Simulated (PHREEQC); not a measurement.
A solution holds 0.024 mol/kgw NaOH and 0.0035 mol/kgw K2SiO3, at 25 °C. Closed to the air; pH follows from the charge balance.

Model: ion-association model, phreeqc.dat, run in PHREEQC.

| quantity | before | after |
|---|---|---|
| pH | 12.35 | 12.46 |
| ionic strength (mol/kgw) | 0.0317 | 0.0636 |

Which change was made?
(A) K2SiO3 left out
(B) K2SiO3 replaced by K2HPO4 at the same molality
(C) temperature from 25 to 10 °C
(D) NaOH from 0.024 to 0.24 mol/kgw
(E) K2SiO3 from 0.0035 to 0.0175 mol/kgw

E, K2SiO3 from 0.0035 to 0.0175 mol/kgw

Precipitation was switched off in this run.
